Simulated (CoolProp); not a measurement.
Model: reference Helmholtz-energy equation of state, Lemmon 2006, in CoolProp. It is a short technical equation, of lower accuracy than the large ones.

Q: For isopentane, give the phase and the cv (kJ/(kg K)), isothermal compressibility (1/MPa), expansivity (1/kK), conductivity (mW/(m K)) at 226.85 °C and 84.5 bar.

A: 
- 226.85 °C and 84.5 bar: supercritical; cv 2.55, isothermal compressibility 0.0524, expansivity 6.24, conductivity 62.3

Thermal conductivity comes from a separate model (Vassiliou 2015).
